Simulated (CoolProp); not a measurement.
Vapour-liquid equilibrium of CH2F2 (R32) (1) + R143a (2) at 11.5 bar; x and y are mole fractions of (1).

Model: multi-fluid Helmholtz-energy mixture model, Tillner-Roth 1997 and Lemmon and Jacobsen 2000; pair parameters Bell 2016, in CoolProp.

```tsv
x	bubble temperature, mixture model (°C)	bubble temperature, Raoult's law (°C)	y, mixture model	y, Raoult's law
0.05	20.3	20.9	0.071	0.066
0.2	17.3	19.1	0.259	0.250
0.35	15.0	17.4	0.418	0.418
0.5	13.3	15.9	0.556	0.571
0.65	12.2	14.4	0.685	0.712
0.8	11.5	13.0	0.812	0.841
0.95	11.2	11.7	0.950	0.962
```

The largest gap from Raoult's law is -2.6 K in bubble temperature, at x = 0.5. y crosses x between x = 0.8 and 0.95: the model has an azeotrope there.

Pair parameters are fitted to limited data, so mixtures are less certain than the pure fluids.
